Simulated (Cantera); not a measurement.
Feed: 1 mol SiHCl3, 31 mol N2, equilibrated at 92.0 Pa.

Equilibrium computed with Cantera from the NASA thermochemical tables; the gas is ideal and each condensed phase is pure. Candidate condensed phases: NH4Cl, Si, Si3N4; 28 gas species. N2 is the only nitrogen source here; it is nearly inert below about 1500 K, so the nitride shown seldom forms there in practice. The tables' values for SiCl3, SiCl, SiN are old estimates; treat these amounts as uncertain. Rates play no part.

x: gas mole fraction; n: condensed amount in mol.

| T (K) | x N2 | x SiCl2 | x HCl | x Cl | x SiCl4 | x Si | x H | n Si3N4(s) |
|---|---|---|---|---|---|---|---|---|
| 1023 | 0.954 | 1.86e-5 | 0.0289 | 1.10e-7 | 0.0160 | <1e-12 | [?] | 0.160 |
| 1173 | 0.953 | 0.00121 | 0.0292 | 3.26e-6 | 0.0144 | <1e-12 | [?] | 0.152 |
| 1323 | 0.945 | 0.0173 | 0.0280 | 3.44e-5 | 0.00446 | 9.89e-10 | [?] | 0.0554 |
| 1473 | 0.941 | 0.0281 | 0.0274 | 0.000245 | 0.000409 | 1.02e-7 | [?] | 0 |
| 1623 | 0.939 | 0.0293 | 0.0279 | 0.00146 | 6.01e-5 | 2.16e-6 | [?] | 0 |
| 1773 | 0.937 | 0.0298 | 0.0259 | 0.00423 | 5.20e-6 | 6.21e-5 | [?] | 0 |
| 1923 | 0.933 | 0.0283 | 0.0228 | 0.0100 | 5.75e-7 | 0.00108 | [?] | 0 |
| 2073 | 0.918 | 0.0210 | 0.0200 | 0.0250 | 9.81e-8 | 0.00678 | [?] | 0 |

What belongs in the gaps?


- 1023, x H: 4.52e-9
- 1173, x H: 1.18e-7
- 1323, x H: 1.87e-6
- 1473, x H: 1.58e-5
- 1623, x H: 7.81e-5
- 1773, x H: 0.000414
- 1923, x H: 0.00165
- 2073, x H: 0.00443
